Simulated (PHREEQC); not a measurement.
Na2SO4 is added in steps, without added water, to 1 kg of water holding 0.011 mol/kgw NaHCO3, at 25 °C. Oxygen alone is held at its pressure in air (log pO2 = -0.68). No CO2 enters from the air. The run lets Mirabilite, Nahcolite, Natron precipitate or redissolve, and no other solid.

Base run: PHREEQC, ion-association model, wateq4f.dat. Each further column changes one thing. The table gives pH.

```tsv
Na2SO4 added (mol)	base	NaHCO3 from 0.011 to 0.055 mol/kgw	NaHCO3 replaced by NaOH at the same molality	diluted 100-fold with water	no solid may form
0	8.22	8.09	11.99	8.10	8.22
0.003438	8.18	8.07	11.98	8.04	8.18
0.007562	8.15	8.06	11.96	8.01	8.15
0.011	8.13	8.04	11.96	7.99	8.13
0.01444	8.11	8.03	11.95	7.97	8.11
0.01856	8.09	8.02	11.94	7.96	8.09
0.022	8.07	8.01	11.94	7.95	8.07
```

 Solids allowed in the column 'NaHCO3 replaced by NaOH at the same molality': Mirabilite.
